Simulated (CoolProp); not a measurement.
Vapour-liquid equilibrium of benzene (1) + m-xylene (2) at 1.01 bar; x and y are mole fractions of (1).

Values from CoolProp's multi-fluid Helmholtz-energy mixture model, Thol 2012 and Zhou 2012; pair parameters Bell 2016.

Problem. Give the bubble temperature and the first vapour's composition at x = 0.2, 0.35, 0.95. Is there an azeotrope?

Solution. x = 0.2: 118.0 °C, y = 0.549; x = 0.35: 107.1 °C, y = 0.735; x = 0.95: 81.4 °C, y = 0.992. No azeotrope shows between x = 0.05 and 0.95.

Pair parameters are fitted to limited data, so mixtures are less certain than the pure fluids.
